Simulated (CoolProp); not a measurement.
CH3F (R41) at several states: density (kg/m³) from the reference equation and from simpler models built on Tc = 317.3 K, pc = 59.06 bar, ω = 0.200; each cubic takes its own stable root.

Computed with CoolProp (reference Helmholtz-energy equation of state, Lemmon 2006). It is a short technical equation, of lower accuracy than the large ones.

| T (K) | p (bar) | phase | reference | van der Waals | Peng-Robinson |
|---|---|---|---|---|---|
| 224.8 | 22.2 | liquid | 818.3 | 435.0 | 733.4 |
| 144 | 56.8 | liquid | 984.5 | 517.6 | 867.7 |
| 188.2 | 0.118 | gas | 0.2581 | 0.2572 | 0.2575 |
| 164.3 | 5.82 | liquid | 942.5 | 495.0 | 838.5 |
| 327.5 | 35.3 | gas | 58.02 | 54.82 | 57.36 |
| 174.7 | 1 | liquid | 921.9 | 2.391 | 822.9 |

At some of these states van der Waals gives the other phase, because its saturation line lies elsewhere.
